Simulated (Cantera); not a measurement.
**Reactions in the system Li-N-O**

Standard-state values (1 bar) from the NASA 1993 polynomials, evaluated with Cantera. Values are per mole of reaction as written; species without (g) are pure solids or liquids, kept so even where they would boil at 1 bar.

Li2O ⇌ O(g) + 2 Li

| T (K) | ΔH° (kJ) | ΔS° (J/K) | ΔG° (kJ) | log10 K |
|---|---|---|---|---|
| 850 | 857.9 | 204.0 | 684.5 | -42.06 |
| 900 | 857.7 | 203.8 | 674.3 | -39.13 |
| 950 | 857.4 | 203.5 | 664.1 | -36.51 |
| 1000 | 857.1 | 203.1 | 653.9 | -34.16 |
| 1050 | 856.3 | 202.8 | 643.4 | -32.01 |

N2O(g) + Li2O ⇌ 2 Li + 2 NO(g)

| T (K) | ΔH° (kJ) | ΔS° (J/K) | ΔG° (kJ) | log10 K |
|---|---|---|---|---|
| 850 | 706.3 | 238.6 | 503.4 | -30.94 |
| 900 | 705.7 | 237.9 | 491.5 | -28.53 |
| 950 | 705.0 | 237.2 | 479.7 | -26.37 |
| 1000 | 704.2 | 236.4 | 467.8 | -24.44 |
| 1050 | 703.1 | 235.7 | 455.6 | -22.66 |
